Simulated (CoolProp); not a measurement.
C3F8 (R218) along the isobar 42.7 bar: fugacity coefficient from the reference equation and from simpler models built on Tc = 345.0 K, pc = 26.40 bar, ω = 0.317; each cubic takes its own stable root.

Model: reference Helmholtz-energy equation of state, Lemmon 2006, in CoolProp. It is a short technical equation, of lower accuracy than the large ones.

| T (K) | phase | reference |
|---|---|---|
| 277.2 | liquid | 0.1192 |
| 292 | liquid | 0.1745 |
| 306.8 | liquid | 0.2420 |
| 321.6 | liquid | 0.3200 |
| 336.4 | liquid | 0.4057 |
| 351.2 | supercritical | 0.4943 |
| 366 | supercritical | 0.5776 |
| 380.8 | supercritical | 0.6438 |
| 395.6 | supercritical | 0.6944 |
| 410.4 | supercritical | 0.7357 |
| 425.2 | supercritical | 0.7703 |
| 440 | supercritical | 0.8000 |

### Question
How far does each simpler model (Soave-Redlich-Kwong, Peng-Robinson) lie from the reference over these 12 states: mean and median of the absolute difference, and the worst?

### Answer
- Soave-Redlich-Kwong: mean 2.0 %, median 1.8 %, worst +3.3 % at 306.8 K and 42.7 bar
- Peng-Robinson: mean 2.5 %, median 2.7 %, worst -3.6 % at 380.8 K and 42.7 bar
